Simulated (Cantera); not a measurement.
A perfectly stirred reactor is fed with 5.72 % CH4, 0.263 % C2H6, 0.972 % C3H8, 18.1 % O2, 68.1 % N2, 6.86 % CO2, at 1.00 bar; it is adiabatic with a 325 K inlet, and is followed from long to short residence time, starting on the burning branch (τ in s: 0.023, 0.012, 0.0068, 0.0037, 0.0021, 0.0011, 0.00062, 0.00034, 0.00019, 0.0001, 5.6e-05, 3.1e-05).

Detailed kinetics in Cantera: GRI-Mech 3.0 (53 species, 325 reactions).

Q: Predict: blow-out, bracketed by the residence times tried; x(CH4) at τ = 23.0 ms; x(C2H6) at τ = 23.0 ms; x(C3H8) at τ = 23.0 ms; x(H) at τ = 23.0 ms; x(O) at τ = 23.0 ms; x(CH4) at τ = 0.620 ms; x(C2H6) at τ = 0.620 ms; x(C3H8) at τ = 0.620 ms; x(H) at τ = 0.620 ms; x(O) at τ = 0.620 ms.

A: 
```
Property                                                                        Result
------------------------------------------------  ------------------------------------
blow-out, bracketed by the residence times tried  burning at 0.190 ms, out at 0.100 ms
x(CH4) at τ = 23.0 ms                                                          1.13e-5
x(C2H6) at τ = 23.0 ms                                                         1.01e-7
x(C3H8) at τ = 23.0 ms                                                         3.55e-7
x(H) at τ = 23.0 ms                                                           0.000554
x(O) at τ = 23.0 ms                                                           0.000540
x(CH4) at τ = 0.620 ms                                                        0.000187
x(C2H6) at τ = 0.620 ms                                                        2.16e-6
x(C3H8) at τ = 0.620 ms                                                        6.55e-6
x(H) at τ = 0.620 ms                                                           0.00414
x(O) at τ = 0.620 ms                                                           0.00245
```
